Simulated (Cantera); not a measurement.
An isothermal, constant-pressure homogeneous reactor starts with 82.0 % NO, 18.0 % N2, at 2123 K and 1.10 bar.

Computed with Cantera and GRI-Mech 3.0 (53 species, 325 reactions).

x: mole fraction; the columns are a selection and need not sum to one.

| t (s) | x NO | x O2 | x O | x N2 | x NO2 |
|---|---|---|---|---|---|
| 3.00e-5 | 0.820 | 1.70e-6 | 3.60e-5 | 0.180 | ___ |
| 8.23e-5 | 0.819 | 1.49e-5 | 8.32e-5 | 0.180 | ___ |
| 0.000226 | 0.819 | 0.000161 | 0.000176 | 0.181 | ___ |
| 0.000620 | 0.817 | 0.00102 | 0.000224 | 0.182 | 0.000334 |
| 0.00170 | 0.811 | 0.00366 | 0.000240 | 0.184 | 0.000359 |
| 0.00468 | 0.797 | 0.0109 | 0.000274 | 0.191 | ___ |
| 0.0128 | 0.757 | 0.0306 | 0.000349 | 0.211 | ___ |
| 0.0352 | 0.656 | 0.0811 | 0.000490 | 0.262 | 0.000640 |
| 0.0967 | 0.443 | 0.187 | 0.000698 | 0.368 | 0.000631 |
| 0.265 | 0.173 | 0.322 | 0.000894 | 0.503 | ___ |
| 0.729 | 0.0377 | 0.390 | 0.000977 | 0.571 | ___ |
| 2.00 | 0.0139 | 0.402 | 0.000991 | 0.583 | ___ |

What belongs in the gaps?


- 3.00e-5, x NO2: 2.80e-5
- 8.23e-5, x NO2: 0.000101
- 0.000226, x NO2: 0.000255
- 0.00468, x NO2: 0.000409
- 0.0128, x NO2: 0.000510
- 0.265, x NO2: 0.000320
- 0.729, x NO2: 7.65e-5
- 2.00, x NO2: 2.85e-5
